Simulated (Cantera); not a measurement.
An isothermal plug-flow reactor at 750 K and 210 Torr (inlet), inlet velocity 4.1 m/s, active area per volume 130 1/m; feed H2 : O2 : N2 = 0.0044 : 0.08 : 0.79 (molar parts).

Computed with Cantera and Deutschmann's 1995 Pt surface mechanism with GRI-Mech 3.0 gas chemistry. Catalytic surfaces can have several steady states; this one follows from the mechanism file's or the stated starting coverage. Mass transfer to the wall is taken as infinitely fast.

| quantity | before | after |
|---|---|---|
| x(H2) at z = 0.036 m | 0.000638 | 6.71e-6 |
| x(O2) at z = 0.036 m | 0.0895 | 0.0892 |
| x(H2O) at z = 0.036 m | 0.00441 | 0.00504 |
| θ(free Pt) at the exit | 0.0392 | 0.155 |
| θ(O*) at the exit | 0.960 | 0.844 |

### Question
What was changed between the two runs?
(A) pressure from 210 Torr to 495 Torr
(B) area per volume 130 to 49 1/m
(C) inlet velocity 4.1 to 18 m/s
(D) temperature 750 to 900 K

### Answer
D, temperature 750 to 900 K
